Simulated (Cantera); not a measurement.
A closed system holds: 1 mol S, 2.4 mol O2, 6.5 mol N2, at 2023 K and 1 atm.

Cantera equilibrium calculation (NASA polynomials, part measured and part estimated; ideal gas, pure solids and liquids). Candidate condensed phases: S; 17 gas species. Rates play no part.

Base state: N2 0.727, O2 0.154, SO2 0.112, NO 0.00670, O 0.000310, SO3 0.000233, SO 5.18e-5 (mole fractions); condensed: gas only.

What changes in the equilibrium state with this change: pressure from 1 atm to 84.0 Pa?


```tsv
species	before	after
N2	0.727	0.723
O2	0.154	0.149
SO2	0.112	0.110
O	0.000310	0.0106
SO3	0.000233	6.47e-6
SO	5.18e-5	0.00179
NO	0.00670	0.00657
```
